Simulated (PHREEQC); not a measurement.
A PHREEQC input (ion-association model, wateq4f.dat):

```
SOLUTION 1
  temp 25
  units mg/kgw
  pH 7.48
  pe 9.2
  Na 3800
  K 13.1
  Ca 386
  Mg 270
  Cl 5180
  S(6) 2440 as SO4
  Alkalinity 328
  Cd 153
  B 3.4
END
USE solution 1
EQUILIBRIUM_PHASES 1
  CO2(g) -2.5 10
END
```

The run finishes without an error or a warning.

Its last state differs from that of the intended input:

```csv
quantity,as run,intended
pH,7.93,7.85
HCO3- (mol/kgw),0.00549,0.00455
NaHCO3 (mol/kgw),0.000258,0.000214
MgHCO3+ (mol/kgw),0.000181,0.000150
CaHCO3+ (mol/kgw),0.000159,0.000132
SI of Magnesite (MgCO3),+0.67,+0.51
```

### Question
One thing in the input isn't as intended. What explains the difference?

### Answer
This is not unique; one that fits is The fault: 'as HCO3' left off the alkalinity, which is then read as CaCO3.
